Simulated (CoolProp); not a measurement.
Properties of octamethylcyclotetrasiloxane (D4) along the isobar 1.38 MPa (Tc = 586.5 K, pc = 1.347 MPa, ω = 0.598).

The numbers come from the reference Helmholtz-energy equation of state, Thol 2015 in CoolProp.

```csv
T (K),phase,density (kg/m³),cp (kJ/(kg K)),expansivity (1/kK),fugacity coefficient
367.4,liquid,873.4,…,1.344,…
401.6,liquid,832.4,1.876,…,0.02064
435.8,liquid,789.3,1.956,1.650,0.05622
470,liquid,742.8,2.040,…,0.1242
504.2,liquid,…,2.133,2.403,0.2330
538.4,liquid,626.4,2.253,3.451,0.3837
572.6,liquid,527.4,2.559,8.253,0.5653
606.8,supercritical,142.1,2.442,12.08,…
```

**Question.** Complete the blanks.

**Answer.** 
- 367.4, cp (kJ/(kg K)): 1.800
- 367.4, fugacity coefficient: 0.005737
- 401.6, expansivity (1/kK): 1.470
- 470, expansivity (1/kK): 1.926
- 504.2, density (kg/m³): 690.4
- 606.8, fugacity coefficient: 0.6972
